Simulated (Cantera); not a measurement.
A perfectly stirred reactor is fed with 7.91 % CH4, 17.2 % O2, 64.6 % N2, 10.3 % H2O, equivalence ratio 0.92, at 0.280 bar; it is adiabatic with a 300 K inlet, and is followed from long to short residence time, starting on the burning branch (τ in s: 0.19, 0.061, 0.02, 0.0065, 0.0021, 0.00069, 0.00022, 7.3e-05, 2.4e-05).

Cantera simulation using GRI-Mech 3.0 (53 species, 325 reactions); the numbers are that mechanism's predictions, not measurements.

x: mole fraction; the columns are a selection and need not sum to one.

```csv
τ (s),T (K),x CH4,x O2,x H2O,x HCO,x N2O
0.19,1938,7.37e-6,0.0159,0.255,4.37e-8,5.57e-8
0.061,1900,1.58e-5,0.0177,0.251,1.37e-7,5.09e-8
0.020,1846,3.46e-5,0.0202,0.246,4.14e-7,4.42e-8
0.0065,1776,8.26e-5,0.0233,0.240,1.23e-6,3.81e-8
0.0021,1694,0.000225,0.0274,0.234,3.61e-6,3.34e-8
0.00069,1597,?,?,0.229,?,?
0.00022,300,0.0791,0.172,0.103,<1e-12,<1e-12
7.3e-5,300,0.0791,0.172,0.103,<1e-12,<1e-12
2.4e-5,300,0.0791,0.172,0.103,<1e-12,<1e-12
```

Question: Complete the blanks.

Answer: 
- 0.00069, x CH4: 0.000788
- 0.00069, x O2: 0.0341
- 0.00069, x HCO: 1.09e-5
- 0.00069, x N2O: 2.92e-8
